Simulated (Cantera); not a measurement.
Charge: 1 mol MgF2, 3 mol O2, 2.6 mol H2, held at 2000 K.

These are equilibrium values from Cantera (NASA tables, ideal gas, pure condensed phases), not measurements of a reactor. Candidate condensed phases: H2O, Mg, MgF2, MgO, Mg(OH)2; 31 gas species. Rates play no part.

### Question
Which condensed phases are stable at each of these points (P (Pa)): 0.100, 1.60, 25, 400, 6300, 100000?

### Answer
```json
[
 {"P (Pa)": "0.100", "condensed phases": "gas only", "Mg condensed (%)": "0.0"},
 {"P (Pa)": "1.60", "condensed phases": "gas only", "Mg condensed (%)": "0.0"},
 {"P (Pa)": "25", "condensed phases": "MgO(s)", "Mg condensed (%)": "93.7"},
 {"P (Pa)": "400", "condensed phases": "MgO(s)", "Mg condensed (%)": "95.6"},
 {"P (Pa)": "6300", "condensed phases": "MgO(s)", "Mg condensed (%)": "95.8"},
 {"P (Pa)": "100000", "condensed phases": "MgO(s)", "Mg condensed (%)": "95.9"}
]
```

From 0.100 Pa to 1.60 Pa nothing is condensed. From 25.0 Pa to 1.00 bar the condensed part is MgO(s).
